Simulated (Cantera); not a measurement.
A perfectly stirred reactor is fed with H₂ : O₂ = 0.4 : 1 (molar parts), equivalence ratio 0.20, at 0.00385 atm; it is held at 1150 K, and followed from long to short residence time.

Cantera simulation using GRI-Mech 3.0 (53 species, 325 reactions); the numbers are that mechanism's predictions, not measurements. Radical loss at walls, strong at low pressure, is not modelled. The temperature is held fixed by assumption; the heat of reaction is taken as removed at once.

Problem. What does this change do: pressure from 0.00385 atm to 0.00316 atm?

Solution. 
| quantity | before | after |
|---|---|---|
| x(H₂) at τ = 0.420 s | 0.00593 | 0.00716 |
| x(O₂) at τ = 0.420 s | 0.645 | 0.639 |
| x(H₂O) at τ = 0.420 s | 0.308 | 0.300 |
| x(H₂O₂) at τ = 0.420 s | 1.97e-7 | 1.53e-7 |
| x(H) at τ = 0.420 s | 0.0157 | 0.0222 |
| x(H₂) at τ = 16.0 ms | 0.0239 | 0.0258 |
| x(O₂) at τ = 16.0 ms | 0.588 | 0.586 |
| x(H₂O) at τ = 16.0 ms | 0.213 | 0.206 |
| x(H₂O₂) at τ = 16.0 ms | 1.21e-7 | 9.78e-8 |
| x(H) at τ = 16.0 ms | 0.101 | 0.107 |
